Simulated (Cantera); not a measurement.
A closed system holds: 1 mol Si₃N₄, 19 mol Cl₂, 33 mol N₂, 11 mol H₂O, equilibrated at 10.0 mbar.

Equilibrium computed with Cantera from the NASA thermochemical tables; the gas is ideal and each condensed phase is pure. Candidate condensed phases: H₂O, NH₄Cl, Si, SiO₂, Si₂N₂O, Si₃N₄; 47 gas species. The tables hold silica as quartz up to 1696 K and as liquid above; real silica turns to tridymite and cristobalite and melts near 1996 K. Rates play no part.

x: gas mole fraction; n: condensed amount in mol.

```tsv
T (K)	x N₂	x HCl	x Cl	x O₂	x Cl₂	x H₂O	n SiO₂(β-quartz)	n SiO₂(condensed)
1625	0.472	0.294	0.179	0.0325	0.0199	0.00168	3.00	0
1650	0.470	0.292	0.187	0.0322	0.0162	0.00190	3.00	0
1675	0.469	0.290	0.193	0.0319	0.0131	0.00217	3.00	0
1700	0.467	0.289	0.198	0.0316	0.0106	0.00248	0	3.00
1725	0.466	0.288	0.202	0.0313	0.00854	0.00285	0	3.00
1750	0.465	0.286	0.206	0.0309	…	…	0	3.00
1775	0.465	0.285	0.209	0.0306	…	…	0	3.00
1800	0.464	0.283	0.212	0.0301	0.00451	0.00431	0	3.00
1825	0.463	0.281	0.215	0.0297	0.00367	0.00492	0	3.00
```

Question: What belongs in the gaps?

Answer: 
- 1750, x Cl₂: 0.00689
- 1750, x H₂O: 0.00328
- 1775, x Cl₂: 0.00557
- 1775, x H₂O: 0.00376
